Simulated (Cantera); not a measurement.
Feed: 1 mol B2H6, 15 mol H2, 0.19 mol H2O, at 13000 Pa.

Cantera equilibrium calculation (NASA polynomials, part measured and part estimated; ideal gas, pure solids and liquids). Candidate condensed phases: B, B2O3, B3O3H3, H2O; 23 gas species. The feed counts by its element totals alone. The tables' values for BH2 are old estimates; treat these amounts as uncertain. Gases not in the tables: B2H6 and higher boranes. Kinetics and transport are ignored. All values below are at 2323 K.

Base state: H2 0.958, H 0.0296, HBO 0.00741, BO 0.00252, BH2 0.00220, B 0.000104, B2O2 0.000103, B2O 7.42e-5 (mole fractions); condensed: B(s).

Q: What changes in the equilibrium state with this change: pressure from 13000 Pa to 100000 Pa?

A: 
| species | before | after |
|---|---|---|
| H2 | 0.958 | 0.977 |
| H | 0.0296 | 0.0108 |
| HBO | 0.00741 | 0.00890 |
| B | 0.000104 | 1.35e-5 |
| BH3 | 2.47e-5 | 7.05e-5 |
| BH | 3.01e-5 | 1.10e-5 |
| B2O | 7.42e-5 | 3.18e-5 |
| BO | 0.00252 | 0.00108 |
| B(s), mol | 1.76 | 1.77 |
